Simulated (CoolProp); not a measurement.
Isopentane along the isobar 2.47 MPa: Z from the reference equation and from simpler models built on Tc = 460.3 K, pc = 3.378 MPa, ω = 0.227; each cubic takes its own stable root.

Values from CoolProp's reference Helmholtz-energy equation of state, Lemmon 2006. It is a short technical equation, of lower accuracy than the large ones.

| T (K) | phase | reference |
|---|---|---|
| 302.3 | liquid | 0.1154 |
| 307.9 | liquid | 0.1144 |
| 313.5 | liquid | 0.1134 |
| 319.1 | liquid | 0.1125 |
| 324.7 | liquid | 0.1117 |
| 330.3 | liquid | 0.1109 |
| 335.9 | liquid | 0.1102 |
| 341.4 | liquid | 0.1096 |
| 347 | liquid | 0.1091 |
| 352.6 | liquid | 0.1086 |
| 358.2 | liquid | 0.1082 |
| 363.8 | liquid | 0.1079 |
| 369.4 | liquid | 0.1077 |
| 375 | liquid | 0.1075 |
| 380.6 | liquid | 0.1075 |
| 386.2 | liquid | 0.1076 |

Question: How far does each simpler model (Redlich-Kwong, Soave-Redlich-Kwong, Peng-Robinson) lie from the reference over these 16 states: mean and median of the absolute difference, and the worst?

Answer: 
- Redlich-Kwong: mean 12.3 %, median 12.0 %, worst +15.3 % at 386.2 K and 2.47 MPa
- Soave-Redlich-Kwong: mean 8.5 %, median 8.2 %, worst +10.8 % at 386.2 K and 2.47 MPa
- Peng-Robinson: mean 4.1 %, median 4.4 %, worst -5.0 % at 302.3 K and 2.47 MPa
